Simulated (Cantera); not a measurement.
What does this Cantera script print?

```python
import numpy as np
import cantera as ct

gas_names = """
    C CO CO2 C2 C2O C3 C3O2 C4 C5 O O2 O3 Ta TaO TaO2
""".split()
cond_names = """
    C(gr) Ta(cr) Ta(L) TaC(s) TaC(L) Ta2O5(s) Ta2O5(L)
""".split()


# ... load() reads the species with a 1 bar reference pressure and builds the phases ...
atoms = {
    'Ta2O5': {'Ta': 2, 'O': 5},
    'CO': {'C': 1, 'O': 1},
}
top_T = {'C(gr)': 4500}  # K; cautious upper limits of use, not melting points


# ... equilibrate(T, P, feed) seeds the gas with the atoms and calls Mixture.equilibrate('TP', solver="vcs", rtol=1e-11, max_steps=5000) ...
results = []
feed = {'Ta2O5': 1, 'CO': 4.3}  # mol
T = 1150  # K
P = 133.322  # Pa
mix = equilibrate(T, P, feed)
results.append((T, P, feed, dict(zip(mix.species_names, mix.species_moles))))
x = sorted(zip(gas.X, gas.species_names), reverse=True)
print(f"T = {T:g} K  P = {P:g} Pa  gas = {mix.phase_moles(0):.4g} mol")
print("   x: " + "  ".join(f"{s} {v:.3e}" for v, s in x if v > 0.001))
print("   condensed (mol): " + ("  ".join(f"{mix.phase(i).name} {mix.phase_moles(i):.4g}"
      for i in range(1, mix.n_phases) if mix.phase_moles(i) > 1e-12) or "none"))
```

It prints:

```
T = 1150 K  P = 133.322 Pa  gas = 4.3 mol
   x: CO 9.997e-01
   condensed (mol): TaC(s) 0.0004023  Ta2O5(s) 0.9998
```

Equilibrium computed with Cantera from the NASA thermochemical tables; the gas is ideal and each condensed phase is pure. Mutual solubility and eutectic melting of coexisting phases are not modelled. TaC: taken at fixed stoichiometry. Condensed phases not in the tables: Ta2C.
